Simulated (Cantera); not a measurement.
Ignition delay

Mixture: CH3OH : O2 : N2 = 1 : 2.78 : 13.6 (molar parts), at 1400000 Pa, adiabatic and at constant volume. Ignition delay is the time to a rise of 400 K.

Model: GRI-Mech 3.0 (53 species, 325 reactions), integrated in Cantera. GRI-Mech 3.0 was tuned for natural gas; its chemistry of methanol as a main component is partial and can be far from experiment. The pressure lies above the range GRI-Mech 3.0 was tuned for (to about 10 atm).

| T0 (K) | delay (ms) |
|---|---|
| 1125 | 5.51 |
| 1200 | 1.42 |
| 1275 | 0.433 |
| 1350 | 0.155 |
| 1425 | 0.0635 |

| Property | Result |
|---|---|
| apparent activation energy between 1275 and 1425 K | 190 kJ/mol |
